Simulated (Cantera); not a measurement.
Charge: 1 mol CH3SiCl3, 0.11 mol C2H4, 16 mol H2, equilibrated at 0.980 bar.

These are equilibrium values from Cantera (NASA tables, ideal gas, pure condensed phases), not measurements of a reactor. Candidate condensed phases: C, C6H6, C7H8, C8H18, Si, SiC; 109 gas species. The feed counts by its element totals alone. The tables' values for SiCl3, SiCl are old estimates; treat these amounts as uncertain. Gases not in the tables: Si2H6 and higher silanes. The numbers say what is thermodynamically allowed, not how fast it happens.

x: gas mole fraction; n: condensed amount in mol.

```json
[
 {"T (°C)": "1150", "x H2": "0.845", "x HCl": "0.151", "x H": "6.17e-6", "x SiCl2": "0.000430", "x C2H2 (acetylene)": "2.90e-6", "x CH4": "0.00266", "n C(graphite)": "0.205", "n SiC(s)": "0.964"},
 {"T (°C)": "1225", "x H2": "0.844", "x HCl": "0.152", "x H": "1.60e-5", "x SiCl2": "0.000638", "x C2H2 (acetylene)": "7.44e-6", "x CH4": "0.00181", "n C(graphite)": "0.213", "n SiC(s)": "0.972"},
 {"T (°C)": "1300", "x H2": "0.844", "x HCl": "0.153", "x H": "3.77e-5", "x SiCl2": "0.000896", "x C2H2 (acetylene)": "1.74e-5", "x CH4": "0.00128", "n C(graphite)": "0.222", "n SiC(s)": "0.973"},
 {"T (°C)": "1375", "x H2": "0.845", "x HCl": "0.153", "x H": "8.27e-5", "x SiCl2": "0.00121", "x C2H2 (acetylene)": "3.78e-5", "x CH4": "0.000937", "n C(graphite)": "0.231", "n SiC(s)": "0.970"},
 {"T (°C)": "1450", "x H2": "0.845", "x HCl": "0.152", "x H": "0.000169", "x SiCl2": "0.00158", "x C2H2 (acetylene)": "7.65e-5", "x CH4": "0.000704", "n C(graphite)": "0.239", "n SiC(s)": "0.964"},
 {"T (°C)": "1525", "x H2": "0.845", "x HCl": "0.151", "x H": "0.000327", "x SiCl2": "0.00201", "x C2H2 (acetylene)": "0.000146", "x CH4": "0.000542", "n C(graphite)": "0.247", "n SiC(s)": "0.957"},
 {"T (°C)": "1600", "x H2": "0.845", "x HCl": "0.150", "x H": "0.000599", "x SiCl2": "0.00249", "x C2H2 (acetylene)": "0.000264", "x CH4": "0.000427", "n C(graphite)": "0.253", "n SiC(s)": "0.948"},
 {"T (°C)": "1675", "x H2": "0.845", "x HCl": "0.149", "x H": "0.00105", "x SiCl2": "0.00303", "x C2H2 (acetylene)": "0.000456", "x CH4": "0.000343", "n C(graphite)": "0.257", "n SiC(s)": "0.938"},
 {"T (°C)": "1750", "x H2": "0.845", "x HCl": "0.148", "x H": "…", "x SiCl2": "…", "x C2H2 (acetylene)": "…", "x CH4": "…", "n C(graphite)": "0.258", "n SiC(s)": "0.927"},
 {"T (°C)": "1825", "x H2": "0.844", "x HCl": "0.147", "x H": "…", "x SiCl2": "…", "x C2H2 (acetylene)": "…", "x CH4": "…", "n C(graphite)": "0.254", "n SiC(s)": "0.915"},
 {"T (°C)": "1900", "x H2": "0.843", "x HCl": "0.145", "x H": "0.00447", "x SiCl2": "0.00488", "x C2H2 (acetylene)": "0.00186", "x CH4": "0.000194", "n C(graphite)": "0.242", "n SiC(s)": "0.901"},
 {"T (°C)": "1975", "x H2": "0.840", "x HCl": "0.143", "x H": "0.00680", "x SiCl2": "0.00556", "x C2H2 (acetylene)": "0.00278", "x CH4": "0.000164", "n C(graphite)": "0.222", "n SiC(s)": "0.886"}
]
```

Problem. Some entries are withheld; supply them.

Solution. 
- 1825, x H: 0.00286
- 1825, x SiCl2: 0.00423
- 1825, x C2H2 (acetylene): 0.00120
- 1825, x CH4: 0.000232
- 1750, x H: 0.00176
- 1750, x SiCl2: 0.00361
- 1750, x C2H2 (acetylene): 0.000755
- 1750, x CH4: 0.000280
